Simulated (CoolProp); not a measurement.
A single-stage vapour-compression cycle with hydrogen sulfide: evaporating at 203.15 K (dew point), condensing at 244.15 K (bubble point), superheat 8 K, subcooling 8 K, compressor efficiency 0.6, no pressure losses. Each further row changes one setting.

Values from CoolProp's reference Helmholtz-energy equation of state, Lemmon 2006. It is a short technical equation, of lower accuracy than the large ones.

```tsv
case	cooling COP	pressure ratio	discharge temperature (K)	refrigerating effect (kJ/kg)	volumetric capacity (kJ/m³)
as stated	(withheld)	6.56	412.7	500	593
evaporating temperature 208.15 K	(withheld)	(withheld)	386.4	(withheld)	771
condensing temperature 239.15 K	2.88	5.42	388.5	510	605
subcooling 13 K	2.52	6.56	412.7	510	605
superheat 18 K	2.40	6.56	431.4	510	(withheld)
compressor efficiency 0.5	2.06	6.56	(withheld)	500	593
```

Q: Some entries are withheld; supply them.

A: 
- as stated, cooling COP: 2.47
- evaporating temperature 208.15 K, cooling COP: 2.96
- evaporating temperature 208.15 K, pressure ratio: 4.98
- evaporating temperature 208.15 K, refrigerating effect (kJ/kg): 504
- superheat 18 K, volumetric capacity (kJ/m³): 577
- compressor efficiency 0.5, discharge temperature (K): 450.4
